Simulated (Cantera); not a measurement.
Feed: 1 mol HI, 1.9 mol O2, 0.23 mol H2, at 2327 °C and 22.0 bar.

Cantera equilibrium calculation (NASA polynomials, part measured and part estimated; ideal gas, pure solids and liquids). Candidate condensed phases: H2O, I2; 12 gas species. Equilibrium is a limit: real reactors are often held back by kinetics, nucleation or transport.

Question: What is the equilibrium state?

Answer: 
| Quantity | Result |
|---|---|
| x(O2) | 0.467 |
| x(I) | 0.289 |
| x(H2O) | 0.212 |
| x(OH) | 0.0160 |
| x(HI) | 0.00617 |
| x(I2) | 0.00599 |
| x(O) | 0.00339 |
| x(H2) | 0.000627 |
| x(H) | 0.000205 |
| gas amount | 3.260 mol |
| log10 activity of I2(l) (absent) | -2.85 |
